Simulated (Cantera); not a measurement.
## Thermodynamics of abatement and gas-phase synthesis, feed N2O + O2 + H2

Input: 1 mol N2O, 0.4 mol O2, a varied amount of H2, at 1523 K and 2100000 Pa.

Method: chemical equilibrium by Gibbs-energy minimisation in Cantera with the NASA 1993 tables (ideal gas, pure condensed phases). Candidate condensed phases: H2O; 24 gas species. The numbers say what is thermodynamically allowed, not how fast it happens.

| n(H2) (mol) | x H2 | x H2O | x N2 | x O2 |
|---|---|---|---|---|
| 1.7 | 2.57e-6 | 0.618 | 0.363 | 0.0180 |
| 3.4 | 0.363 | 0.409 | 0.227 | <1e-12 |
| 5.1 | 0.541 | 0.295 | 0.164 | <1e-12 |
| 6.8 | 0.641 | 0.231 | 0.128 | <1e-12 |
| 8.5 | 0.705 | 0.190 | 0.105 | <1e-12 |
| 10 | 0.745 | 0.164 | 0.0908 | <1e-12 |
| 12 | 0.784 | 0.138 | 0.0768 | <1e-12 |
| 14 | 0.813 | 0.120 | 0.0666 | <1e-12 |
x: gas mole fraction; nothing condenses.

From 1.7 mol H2 to 14 mol H2 nothing is condensed.
